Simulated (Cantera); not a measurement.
An isothermal, constant-pressure homogeneous reactor starts with H2 : O2 : N2 = 0.92 : 1 : 11 (molar parts), at 925 K and 100.0 Torr. Integrator tolerance rtol = 1e-08.

Computed with Cantera and the H2/O2 subset of GRI-Mech 3.0, which has no nitrogen chemistry. Radical loss at walls, strong at low pressure, is not modelled. Below about 950 K walls govern HO2 and H2O2 in real vessels. The temperature is held fixed by assumption; the heat of reaction is taken as removed at once.

### Question
What does this change do: temperature 925 to 800 K?

### Answer
```
quantity                                             before                                     after
----------------  -----------------------------------------  ----------------------------------------
x(H2) at 200 s    3.92e-11 (gas-phase equilibrium 7.64e-12)    0.00642 (gas-phase equilibrium <1e-12)
x(O2) at 200 s        0.0433 (gas-phase equilibrium 0.0433)     0.0464 (gas-phase equilibrium 0.0433)
x(H2O2) at 200 s  4.23e-11 (gas-phase equilibrium 5.60e-12)    8.18e-5 (gas-phase equilibrium <1e-12)
x(O) at 200 s     6.08e-11 (gas-phase equilibrium 7.69e-12)    9.86e-9 (gas-phase equilibrium <1e-12)
x(H) at 200 s         <1e-12 (gas-phase equilibrium <1e-12)    1.42e-8 (gas-phase equilibrium <1e-12)
x(HO2) at 200 s   3.32e-11 (gas-phase equilibrium 4.05e-11)  3.08e-6 (gas-phase equilibrium 2.72e-12)
```
